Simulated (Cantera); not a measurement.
Charge: 1 mol BN, 7.1 mol NF3, equilibrated at 925 K and 3.70e-5 bar.

Cantera equilibrium calculation (NASA polynomials, part measured and part estimated; ideal gas, pure solids and liquids). Candidate condensed phases: B, BN; 13 gas species. Equilibrium is a limit: real reactors are often held back by kinetics, nucleation or transport.

Base state: F 0.770, N2 0.175, BF3 0.0433, F2 0.0113 (mole fractions); condensed: gas only.

**Question.** What changes in the equilibrium state with this change: pressure from 3.70e-5 bar to 0.000350 bar?

**Answer.** 
| species | before | after |
|---|---|---|
| F | 0.770 | 0.681 |
| N2 | 0.175 | 0.188 |
| F2 | 0.0113 | 0.0841 |
| BF3 | 0.0433 | 0.0464 |
